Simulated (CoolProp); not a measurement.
The fluid at 372.61 K and 0.11 MPa is throttled through a valve to 0.00294 MPa with no heat exchange. The same conditions are run with several fluids, on thermodynamics alone (safety and materials aside).

Model: reference Helmholtz-energy equation of state of each fluid (R410A: Lemmon 2003; R143a: Lemmon and Jacobsen 2000; the fluoroketone C6F12O (FK-5-1-12): McLinden 2015; tetrahydrofuran: Fiedler 2023; R1336mzz(Z): McLinden 2020), in CoolProp. Blends and air are pseudo-pure fits.

```tsv
fluid	temperature change (K)	final density (kg/m³)
R410A	-1.0	0.0691
R143a	-1.0	0.0800
the fluoroketone C6F12O (FK-5-1-12)	___	0.301
tetrahydrofuran	-2.1	0.0689
R1336mzz(Z)	___	___
```

Q: Some entries are withheld; supply them.

A: 
- the fluoroketone C6F12O (FK-5-1-12), temperature change (K): -1.5
- R1336mzz(Z), temperature change (K): -1.8
- R1336mzz(Z), final density (kg/m³): 0.157
